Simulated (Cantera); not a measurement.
**C₂F₆ + F₂ + H₂ (fluorocarbon and chlorocarbon gases)**

Charge: 1 mol C₂F₆, 0.39 mol F₂, 8.4 mol H₂, at 0.165 Torr.

Equilibrium computed with Cantera from the NASA thermochemical tables; the gas is ideal and each condensed phase is pure. Candidate condensed phases: C, C₆H₆, C₇H₈, C₈H₁₈; 95 gas species. The feed counts by its element totals alone. Equilibrium is a limit: real reactors are often held back by kinetics, nucleation or transport.

```json
[
 {"T (K)": "1573", "x H": "0.00178", "x HF": "0.575", "x H₂": "0.424", "x F": "1.10e-7", "x C": "1.13e-12", "x C₃": "<1e-12", "n C(graphite)": "2.00"},
 {"T (K)": "1723", "x H": "0.00796", "x HF": "0.573", "x H₂": "0.419", "x F": "1.21e-6", "x C": "1.35e-10", "x C₃": "4.44e-11", "n C(graphite)": "2.00"},
 {"T (K)": "1873", "x H": "0.0277", "x HF": "0.567", "x H₂": "0.405", "x F": "9.19e-6", "x C": "7.44e-9", "x C₃": "4.44e-9", "n C(graphite)": "2.00"},
 {"T (K)": "2023", "x H": "0.0778", "x HF": "0.553", "x H₂": "0.369", "x F": "5.25e-5", "x C": "2.26e-7", "x C₃": "2.21e-7", "n C(graphite)": "1.99"},
 {"T (K)": "2173", "x H": "0.178", "x HF": "0.524", "x H₂": "0.298", "x F": "0.000245", "x C": "4.27e-6", "x C₃": "6.31e-6", "n C(graphite)": "1.98"},
 {"T (K)": "2323", "x H": "0.323", "x HF": "0.481", "x H₂": "0.194", "x F": "0.00102", "x C": "5.51e-5", "x C₃": "0.000116", "n C(graphite)": "1.97"},
 {"T (K)": "2473", "x H": "0.462", "x HF": "0.435", "x H₂": "0.0946", "x F": "0.00414", "x C": "0.000520", "x C₃": "0.00148", "n C(graphite)": "1.88"},
 {"T (K)": "2623", "x H": "0.539", "x HF": "0.387", "x H₂": "0.0361", "x F": "0.0164", "x C": "0.00379", "x C₃": "0.0140", "n C(graphite)": "1.12"},
 {"T (K)": "2773", "x H": "0.573", "x HF": "0.311", "x H₂": "0.0131", "x F": "0.0541", "x C": "0.0142", "x C₃": "0.0270", "n C(graphite)": "0"},
 {"T (K)": "2923", "x H": "0.608", "x HF": "0.203", "x H₂": "0.00530", "x F": "0.125", "x C": "0.0326", "x C₃": "0.0165", "n C(graphite)": "0"},
 {"T (K)": "3073", "x H": "0.633", "x HF": "0.0995", "x H₂": "0.00228", "x F": "0.195", "x C": "0.0567", "x C₃": "0.00590", "n C(graphite)": "0"},
 {"T (K)": "3223", "x H": "0.645", "x HF": "0.0414", "x H₂": "0.00103", "x F": "0.235", "x C": "0.0718", "x C₃": "0.00105", "n C(graphite)": "0"},
 {"T (K)": "3373", "x H": "0.652", "x HF": "0.0167", "x H₂": "0.000487", "x F": "0.253", "x C": "0.0764", "x C₃": "0.000136", "n C(graphite)": "0"},
 {"T (K)": "3523", "x H": "0.655", "x HF": "0.00696", "x H₂": "0.000244", "x F": "0.260", "x C": "0.0775", "x C₃": "1.86e-5", "n C(graphite)": "0"}
]
```
x: gas mole fraction; n: condensed amount in mol.

From 1573 K to 2623 K the condensed part is C(graphite). From 2773 K to 3523 K nothing is condensed. The main C-bearing gas is C₂H₂ (acetylene) at 1573 K and C at 3523 K.
